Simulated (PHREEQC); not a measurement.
Consider water at 25 °C with 0.24 mol NH4HF2, 0.0019 mol H2SiF6, 0.13 mol H3PO4 and 0.00032 mol H2SO4 per kg of water. Closed to the air; pH follows from the charge balance.

Model: ion-association model, phreeqc.dat, run in PHREEQC.

```csv
quantity,before,after
pH,2.44,1.55
ionic strength (mol/kgw),0.247,0.0334
HF (mol/kgw),0.262,0.00411
H2PO4- (mol/kgw),0.0946,0.0291
F- (mol/kgw),0.0731,0.000118
HF2- (mol/kgw),0.0726,1.86e-6
SI of Quartz (SiO2),-11.96,+0.83
```

### Question
Which change was made?
A. NH4HF2 left out
B. 0.044 mol/kgw NH4Cl added
C. temperature from 25 to 60 °C
D. H2SiF6 from 0.0019 to 0.0038 mol/kgw

### Answer
A, NH4HF2 left out

Precipitation was switched off in this run. Some of these states are supersaturated (in Quartz (slow to form), Chalcedony (slow to form), for instance). SiF6-2 is the database's only silicon fluoride.
